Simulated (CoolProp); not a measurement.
Vapour-liquid equilibrium of toluene (1) + ethylbenzene (2) at 466.2 K; x and y are mole fractions of (1).

Values from CoolProp's multi-fluid Helmholtz-energy mixture model, Lemmon 2006 and Zhou 2012; pair parameters Bell 2016.

| x | bubble pressure (bar) | y at the bubble point | dew pressure at overall composition x (bar) | liquid density (mol/L) |
|---|---|---|---|---|
| 0.05 | 3.911 | 0.080 | 3.857 | 6.633 |
| 0.15 | 4.182 | 0.222 | 4.041 | 6.711 |
| 0.25 | 4.447 | 0.348 | 4.239 | 6.792 |
| 0.35 | 4.711 | 0.461 | 4.452 | 6.875 |
| 0.45 | 4.979 | 0.565 | 4.685 | 6.960 |
| 0.55 | 5.253 | 0.660 | 4.939 | 7.046 |
| 0.65 | 5.536 | 0.748 | 5.222 | 7.133 |
| 0.75 | 5.831 | 0.829 | 5.543 | 7.221 |
| 0.85 | 6.137 | 0.903 | 5.914 | 7.309 |
| 0.95 | 6.455 | 0.970 | 6.357 | 7.396 |

No azeotrope shows between x = 0.05 and 0.95.

The pair parameters rest on a limited set of measurements; away from them the model extrapolates.
